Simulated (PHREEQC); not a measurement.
# Spent oxide etchant: speciation

Make-up at 25 °C: 4.1 mmol/kgw HF, 17 mmol/kgw H2SiF6 and 5.3 mmol/kgw H2SO4. Closed to the air; pH follows from the charge balance.

Computed with PHREEQC (ion-association model, phreeqc.dat).

Each row changes one thing in this solution. Precipitation was switched off in this run.

| case | pH | ionic strength (mol/kgw) | SiF6-2 (mol/kgw) | HF (mol/kgw) | HSO4- (mol/kgw) | SO4-2 (mol/kgw) | SI of Chalcedony (SiO2) |
|---|---|---|---|---|---|---|---|
| as made | 1.47 | 0.0587 | 0.0165 | 0.00697 | 0.00341 | 0.00189 | +0.26 |
| temperature from 25 to 5 °C | 1.45 | 0.0608 | 0.0169 | 0.00463 | 0.00296 | 0.00234 | … |
| temperature from 25 to 80 °C | 1.56 | 0.0466 | 0.0132 | 0.0269 | 0.00453 | 0.000769 | … |
| temperature from 25 to 60 °C | 1.51 | 0.0524 | 0.0149 | 0.0165 | 0.00419 | 0.00111 | … |
| HF left out | 1.48 | 0.0571 | 0.0160 | 0.00610 | 0.00339 | 0.00191 | … |

**Question.** Some entries are withheld; supply them.

**Answer.** 
- temperature from 25 to 5 °C, SI of Chalcedony (SiO2): -0.13
- temperature from 25 to 80 °C, SI of Chalcedony (SiO2): +0.60
- temperature from 25 to 60 °C, SI of Chalcedony (SiO2): +0.52
- HF left out, SI of Chalcedony (SiO2): +0.58

Some of these states are supersaturated (in Quartz (slow to form), Chalcedony (slow to form), for instance). Away from 25 °C the constants follow the database's enthalpies or fits; those with neither stay at their 25 °C values. SiF6-2 is the database's only silicon fluoride.
